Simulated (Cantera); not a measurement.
A closed system holds: 1 mol Si, a varied amount of NF3, 6.4 mol H2, held at 1025 °C and 100 Torr.

Cantera equilibrium calculation (NASA polynomials, part measured and part estimated; ideal gas, pure solids and liquids). Candidate condensed phases: Si, Si3N4; 37 gas species. Rates play no part.

**Question.** Which condensed phases are stable at each of these points (n(NF3) (mol)): 0.74, 0.88, 1, 1.2, 1.5, 1.8, 2.1, 2.5, 3, 3.6, 4.2, 5.1, 6?

**Answer.** 
| n(NF3) (mol) | condensed phases | Si condensed (%) |
|---|---|---|
| 0.74 | Si3N4(s) | 44.2 |
| 0.88 | Si3N4(s) | 33.8 |
| 1 | Si3N4(s) | 24.9 |
| 1.2 | Si3N4(s) | 9.9 |
| 1.5 | gas only | 0.0 |
| 1.8 | gas only | 0.0 |
| 2.1 | gas only | 0.0 |
| 2.5 | gas only | 0.0 |
| 3 | gas only | 0.0 |
| 3.6 | gas only | 0.0 |
| 4.2 | gas only | 0.0 |
| 5.1 | gas only | 0.0 |
| 6 | gas only | 0.0 |

From 0.74 mol NF3 to 1.2 mol NF3 the condensed part is Si3N4(s). From 1.5 mol NF3 to 6 mol NF3 nothing is condensed.
